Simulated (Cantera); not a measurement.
# Transport properties of process gases

Gas mixture: N2O = 0.45 (molar parts), at 9.87 atm, frozen composition.

Cantera's kinetic-theory transport with the Lennard-Jones parameters of GRI-Mech 3.0, ideal gas; thermal conductivity in the mixture-averaged form.

```json
[
 {"T (K)": "400", "ρ (kg/m³)": "13.2", "cp (J/kg/K)": "970.3", "μ (µPa s)": "19.5", "λ (mW/m/K)": "25.5", "Pr": "0.741", "D (cm²/s) H": "0.168", "D (cm²/s) O": "0.0425", "D (cm²/s) NO": "0.0262"},
 {"T (K)": "500", "ρ (kg/m³)": "10.6", "cp (J/kg/K)": "1043", "μ (µPa s)": "23.6", "λ (mW/m/K)": "33.2", "Pr": "0.740", "D (cm²/s) H": "0.252", "D (cm²/s) O": "0.0629", "D (cm²/s) NO": "0.0388"},
 {"T (K)": "600", "ρ (kg/m³)": "8.82", "cp (J/kg/K)": "1101", "μ (µPa s)": "27.3", "λ (mW/m/K)": "40.7", "Pr": "0.739", "D (cm²/s) H": "0.347", "D (cm²/s) O": "0.0863", "D (cm²/s) NO": "0.0533"},
 {"T (K)": "700", "ρ (kg/m³)": "7.56", "cp (J/kg/K)": "1150", "μ (µPa s)": "30.8", "λ (mW/m/K)": "47.9", "Pr": "0.739", "D (cm²/s) H": "0.455", "D (cm²/s) O": "0.112", "D (cm²/s) NO": "0.0696"},
 {"T (K)": "800", "ρ (kg/m³)": "6.62", "cp (J/kg/K)": "1192", "μ (µPa s)": "34.0", "λ (mW/m/K)": "54.9", "Pr": "0.739", "D (cm²/s) H": "0.573", "D (cm²/s) O": "0.141", "D (cm²/s) NO": "0.0874"},
 {"T (K)": "900", "ρ (kg/m³)": "5.88", "cp (J/kg/K)": "1227", "μ (µPa s)": "37.1", "λ (mW/m/K)": "61.5", "Pr": "0.740", "D (cm²/s) H": "0.701", "D (cm²/s) O": "0.172", "D (cm²/s) NO": "0.107"}
]
```
D: mixture-averaged diffusion coefficient of that species in the mixture.
